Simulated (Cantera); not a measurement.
Feed: 1 mol TiO₂, 0.66 mol MgCl₂, 4.9 mol O₂, held at 13.3 mbar.

Method: chemical equilibrium by Gibbs-energy minimisation in Cantera with the NASA 1993 tables (ideal gas, pure condensed phases). Candidate condensed phases: Mg, MgCl₂, MgO, MgTiO₃, MgTi₂O₅, Mg₂TiO₄, Ti, TiCl₂, TiCl₃, TiCl₄, TiO, TiO₂, Ti₂O₃, Ti₃O₅, Ti₄O₇; 20 gas species. Mutual solubility and eutectic melting of coexisting phases are not modelled. Condensed phases not in the tables: TiOCl, alloys, solid solutions and most ternary compounds. Rates play no part.

x: gas mole fraction; n: condensed amount in mol.

```tsv
T (°C)	x O₂	x Cl	x Cl₂	x MgCl₂	x O	x ClO	x MgCl	n MgTiO₃(s)	n TiO₂(rutile)	n MgTi₂O₅(s)	n MgTi₂O₅(l)	n Mg₂TiO₄(s)
527	0.874	2.88e-5	0.126	3.41e-9	<1e-12	3.77e-7	<1e-12	0.660	0.340	0	0	0
727	0.873	[?]	0.126	[?]	[?]	[?]	<1e-12	0.320	0	0.340	0	0
927	0.868	0.0140	0.118	0.000442	2.02e-7	5.95e-5	<1e-12	0.315	0	0.342	0	0
1127	0.844	[?]	[?]	[?]	[?]	[?]	[?]	[?]	0	[?]	0	0
1327	0.816	0.137	0.0206	0.0268	0.000113	0.000311	1.31e-8	0.0147	0	0.493	0	0
1527	0.802	0.165	0.00364	0.0276	0.000944	0.000304	5.55e-7	0	0	0.500	0	0
1727	0.795	0.174	0.000737	0.0257	0.00517	0.000270	1.11e-5	0	0	0	0.496	0.00701
```

Q: Complete the blanks.

A: 
- 727, x Cl: 0.00119
- 727, x MgCl₂: 4.24e-6
- 727, x O: 1.27e-9
- 727, x ClO: 8.00e-6
- 1127, x Cl: 0.0689
- 1127, x Cl₂: 0.0784
- 1127, x MgCl₂: 0.00836
- 1127, x O: 7.53e-6
- 1127, x ClO: 0.000206
- 1127, x MgCl: 5.29e-11
- 1127, n MgTiO₃(s): 0.229
- 1127, n MgTi₂O₅(s): 0.385
